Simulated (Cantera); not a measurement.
Cantera run:

```python
import numpy as np
import cantera as ct

gas_names = """
    O Na
""".split()
cond_names = """
    Na2CO3(I) Na2CO3(II) Na2CO3(L) C(gr)
""".split()


# ... load() reads the species with a 1 bar reference pressure and builds the phases ...
species = {s.name: s for s in load("nasa_gas.yaml", gas_names) + load("nasa_condensed.yaml", cond_names)}
# Each term lists the table entries of one substance; the one whose range holds T is used.
reactions = {
    'Na2CO3 = 3 O(g) + C + 2 Na(g)':
        [(-1, ['Na2CO3(I)', 'Na2CO3(II)', 'Na2CO3(L)']), (3, ['O']), (1, ['C(gr)']), (2, ['Na'])],
}


def pick(names, T):
    return next(species[n] for n in names if species[n].thermo.min_temp <= T <= species[n].thermo.max_temp)


results = []
for label, terms in reactions.items():
    print(label)
    print("     T/K   dH/kJ  dS/(J/K)   dG/kJ   log10 K")
    for T in [1400, 1600, 1800, 2000, 2200, 2400, 2600, 2800]:
        used = [(nu, pick(names, T)) for nu, names in terms]
        dH = sum(nu * s.thermo.h(T) for nu, s in used) / 1e6
        dS = sum(nu * s.thermo.s(T) for nu, s in used) / 1e3
        dG = dH - T * dS / 1e3
        logK = -dG * 1e6 / (ct.gas_constant * T * np.log(10))
        results.append((label, T, dH, dS, dG, logK, [s.name for _, s in used]))
        print(f"{T:8g} {dH:8.1f} {dS:8.1f} {dG:8.1f} {logK:8.2f}")
```

Output:

```
Na2CO3 = 3 O(g) + C + 2 Na(g)
     T/K   dH/kJ  dS/(J/K)   dG/kJ   log10 K
    1400   2016.2    578.5   1206.3   -45.01
    1600   2003.8    570.3   1091.4   -35.63
    1800   1991.6    563.1    978.1   -28.38
    2000   1979.5    556.7    866.1   -22.62
    2200   1967.5    551.0    755.4   -17.93
    2400   1955.6    545.8    645.7   -14.05
    2600   1943.7    541.0    537.0   -10.79
    2800   1932.0    536.7    429.2    -8.01
```

Cantera with NASA thermochemical tables; ideal gases at 1 bar, condensed phases pure. Condensed species are held in their standard states even where they would react or evaporate.
